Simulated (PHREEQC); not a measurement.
## Nickel, zinc or cadmium bath

Solution (25 °C): 130 mmol/kgw ZnSO4, 0.26 mmol/kgw H3BO3 and 0.084 mmol/kgw HCl. Closed to the air; pH follows from the charge balance.

Model: ion-association model, phreeqc.dat, run in PHREEQC.

Each row changes one thing in this solution. Precipitation was switched off in this run.

| case | pH | ionic strength (mol/kgw) | Cl- (mol/kgw) | H2BO3- (mol/kgw) |
|---|---|---|---|---|
| as made | 4.54 | 0.257 | 8.02e-5 | 7.38e-9 |
| temperature from 25 to 55 °C | 4.69 | 0.250 | 7.35e-5 | 1.75e-8 |
| diluted 5-fold with water | 5.03 | 0.0613 | 1.65e-5 | 4.05e-9 |
| diluted 10-fold with water | 5.24 | 0.0338 | 8.30e-6 | 3.11e-9 |
| H3BO3 replaced by Cu(BF4)2 at the same molality | 3.41 | 0.258 | 8.02e-5 | 1.06e-9 |
| HCl from 8.4e-05 to 8.4e-06 mol/kgw | 5.32 | 0.257 | 8.02e-6 | 4.51e-8 |
| ZnSO4 left out | 4.08 | 8.40e-5 | 8.40e-5 | 1.82e-9 |
| H3BO3 from 0.00026 to 0.00013 mol/kgw | 4.54 | 0.257 | 8.02e-5 | 3.69e-9 |
| diluted 100-fold with water | 5.86 | 0.00452 | 8.38e-7 | 1.17e-9 |

Away from 25 °C the constants follow the database's enthalpies or fits; those with neither stay at their 25 °C values. Real BF4- forms and hydrolyses slowly; the run takes it at equilibrium.
